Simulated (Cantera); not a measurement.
What does this Cantera script print?

```python
import numpy as np
import cantera as ct

gas_names = """
    H HO2 H2 H2O H2O2 O OH O2 O3 Pb PbO Pb2
""".split()
cond_names = """
    H2O(s) H2O(L) Pb(cr) Pb(L) PbO(rd) PbO(yw) PbO(L) PbO2(s) Pb3O4(s)
""".split()


# ... load() reads the species with a 1 bar reference pressure and builds the phases ...
atoms = {
    'PbO': {'Pb': 1, 'O': 1},
    'H2': {'H': 2},
    'O2': {'O': 2},
}
top_T = {'Pb3O4(s)': 820}  # K; cautious upper limits of use, not melting points


# ... equilibrate(T, P, feed) seeds the gas with the atoms and calls Mixture.equilibrate('TP', solver="vcs", rtol=1e-11, max_steps=5000) ...
results = []
feed = {'PbO': 1, 'H2': 0.12, 'O2': 0.71}  # mol
P = 133.322  # Pa
for T in [648, 748, 848, 948, 1048, 1148, 1248]:
    mix = equilibrate(T, P, feed)
    results.append((T, P, feed, dict(zip(mix.species_names, mix.species_moles))))
    x = sorted(zip(gas.X, gas.species_names), reverse=True)
    print(f"T = {T:g} K  P = {P:g} Pa  gas = {mix.phase_moles(0):.4g} mol")
    print("   x: " + "  ".join(f"{s} {v:.3e}" for v, s in x if v > 0.0001))
    print("   condensed (mol): " + ("  ".join(f"{mix.phase(i).name} {mix.phase_moles(i):.4g}"
          for i in range(1, mix.n_phases) if mix.phase_moles(i) > 1e-12) or "none"))
```

Output:

```
T = 648 K  P = 133.322 Pa  gas = 0.77 mol
   x: O2 8.442e-01  H2O 1.558e-01
   condensed (mol): PbO(rd) 1
T = 748 K  P = 133.322 Pa  gas = 0.77 mol
   x: O2 8.442e-01  H2O 1.558e-01
   condensed (mol): PbO(rd) 1
T = 848 K  P = 133.322 Pa  gas = 0.77 mol
   x: O2 8.442e-01  H2O 1.558e-01
   condensed (mol): PbO(yw) 1
T = 948 K  P = 133.322 Pa  gas = 0.77 mol
   x: O2 8.441e-01  H2O 1.558e-01
   condensed (mol): PbO(yw) 1
T = 1048 K  P = 133.322 Pa  gas = 0.7708 mol
   x: O2 8.433e-01  H2O 1.557e-01  PbO 1.045e-03
   condensed (mol): PbO(yw) 0.9992
T = 1148 K  P = 133.322 Pa  gas = 0.7828 mol
   x: O2 8.304e-01  H2O 1.533e-01  PbO 1.625e-02  Pb 1.085e-04
   condensed (mol): PbO(yw) 0.9872
T = 1248 K  P = 133.322 Pa  gas = 0.8912 mol
   x: O2 7.307e-01  H2O 1.346e-01  PbO 1.320e-01  Pb 2.707e-03
   condensed (mol): PbO(L) 0.88
```

Cantera equilibrium calculation (NASA polynomials, part measured and part estimated; ideal gas, pure solids and liquids). Gases not in the tables: (PbO)n polymers.
